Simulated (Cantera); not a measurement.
A perfectly stirred reactor is fed with NO : N₂ = 1 : 0.12 (molar parts), at 1.00 atm; it is held at 1875 K, and followed from long to short residence time.

Cantera simulation using GRI-Mech 3.0 (53 species, 325 reactions); the numbers are that mechanism's predictions, not measurements.

Task: What does this change do: pressure from 1.00 atm to 0.395 atm?

Result: 
| quantity | before | after |
|---|---|---|
| x(NO) at τ = 8.10 s | 0.220 | 0.317 |
| x(O) at τ = 8.10 s | 0.000140 | 0.000208 |
| x(N₂) at τ = 8.10 s | 0.444 | 0.395 |
| x(O₂) at τ = 8.10 s | 0.336 | 0.287 |
| x(NO₂) at τ = 8.10 s | 0.000604 | 0.000506 |
| x(NO) at τ = 66.0 ms | 0.847 | 0.873 |
| x(O) at τ = 66.0 ms | 4.60e-5 | 6.00e-5 |
| x(N₂) at τ = 66.0 ms | 0.130 | 0.117 |
| x(O₂) at τ = 66.0 ms | 0.0223 | 0.00944 |
| x(NO₂) at τ = 66.0 ms | 0.000710 | 0.000348 |
